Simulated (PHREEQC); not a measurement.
Synthetic water in mmol/kgw, 90 °C, pH 7.7, pe 10.5:

```csv
constituent,mmol/kgw
Na,55.2
K,18
Ca,2.6
Mg,1.47
Cl,61.8
S(6),10.2
Alkalinity (meq/kgw),0.0809
O(0) (counted as O atoms),0.52
B,0.445
Sr,0.0347
Cd,0.0204
N(5),0.0191
Br,0.00963
```

Valence states are taken as typed.

Equilibrium calculation in PHREEQC: ion-association model, wateq4f.dat.

This is a speciation only: nothing precipitates in the calculation.

Question: Order these Mg species by the share of Mg that they hold, largest first: MgOH+, MgSO4, Mg+2.

Answer: Mg+2 (54 %), MgSO4 (45 %), MgOH+ (0.58 %)

The pH is 7.70 and the ionic strength 0.0878 mol/kgw. Complexes and solids missing from the database can't appear. At this temperature some constants are extrapolated from 25 °C, and those without enthalpy data are left unchanged.
